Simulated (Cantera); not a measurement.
Input: 1 mol TEOS, 3.6 mol H2O, 60 mol H2, at 1975 K and 0.430 bar.

These are equilibrium values from Cantera (NASA tables, ideal gas, pure condensed phases), not measurements of a reactor. Candidate condensed phases: C, C6H6, C7H8, C8H18, H2O, Si, SiC, SiO2; 123 gas species. The feed counts by its element totals alone. Kinetics and transport are ignored.

Base state: H2 0.904, CO 0.0897, SiO 0.00383, H 0.00198, C2H2 (acetylene) 0.000121, CH4 7.23e-5 (mole fractions); condensed: SiC(s).

Q: What changes in the equilibrium state with this change: H2O from 3.6 to 22 mol?

A: 
```
species                 before     after
--------------------  --------  --------
H2                       0.904     0.761
H2O                    9.97e-6     0.157
CO                      0.0897    0.0764
SiO                    0.00383  0.000547
C2H2 (acetylene)      0.000121     <1e-9
CH4                    7.23e-5   2.34e-9
OH                     2.09e-9   3.57e-5
SiC(s), mol              0.687         0
SiO2(condensed), mol         0     0.945
```
The tables hold silica as quartz up to 1696 K and as liquid above; real silica turns to tridymite and cristobalite and melts near 1996 K. Gases not in the tables: Si(OH)4.

Q: What changes in the equilibrium state with this change: TEOS replaced by HMDSO?

A: 
```tsv
species	before	after
H2	0.904	0.938
CO	0.0897	0.0555
SiO	0.00383	0.00397
C2H2 (acetylene)	0.000121	7.49e-5
SiH2	9.16e-6	1.23e-5
Si	8.28e-6	1.07e-5
SiC(s), mol	0.687	1.69
```
Gases not in the tables: Si2H6 and higher silanes.

Q: What changes in the equilibrium state with this change: pressure from 0.430 bar to 0.133 bar?

A: 
```tsv
species	before	after
H2	0.904	0.903
CO	0.0897	0.0896
SiO	0.00383	0.00380
H	0.00198	0.00356
CH4	7.23e-5	2.25e-5
Si	8.28e-6	2.66e-5
C2H2 (acetylene)	0.000121	0.000121
SiC(s), mol	0.687	0.687
```
